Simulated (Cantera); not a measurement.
A jet of CH4 : O2 : N2 = 0.044 : 0.13 : 0.79 (molar parts), equivalence ratio 0.68 at 300 K and 0.0336 atm hits a platinum plate 5.2 cm away at a mass flux of 0.16 kg/m²/s; the plate temperature is set and raised in steps from an oxygen-covered start.

Computed with Cantera and Deutschmann's 1995 Pt surface mechanism with GRI-Mech 3.0 gas chemistry. Catalytic surfaces can have several steady states; this one follows from the mechanism file's or the stated starting coverage.

One state of this run: wall x CH4 = 0.0165; wall x O2 = 0.0730; wall x H2O = 0.0538; wall x OH = 7.32e-6; wall x CO = 4.65e-5; wall x CO2 = 0.0354; θ free Pt = 0.688; θ O* = 0.312. x: mole fraction at the wall; θ: surface coverage.

Task: Which value of plate T (K) does it belong to?
(A) 1050
(B) 1200
(C) 1150
(D) 1000

Result: B, 1200
